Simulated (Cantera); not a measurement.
**Fluorocarbon and chlorocarbon gases: CF₄ + H₂**

Feed: 1 mol CF₄, 2.2 mol H₂, equilibrated at 3275 K and 96.0 Pa.

Method: chemical equilibrium by Gibbs-energy minimisation in Cantera with the NASA 1993 tables (ideal gas, pure condensed phases). Candidate condensed phases: C, C₆H₆, C₇H₈, C₈H₁₈; 95 gas species. Rates play no part.

* **x(H)**: 0.415
* **x(F)**: 0.360
* **x(HF)**: 0.125
* **x(C)**: 0.0718
* **x(C₃)**: 0.00901
* **x(CF)**: 0.00869
* **x(C₂)**: 0.00779
* **x(H₂)**: 0.00141
* **x(C₂H)**: 0.000203
* **gas amount**: 8.092 mol
* **log10 activity of C(graphite) (absent)**: -0.91
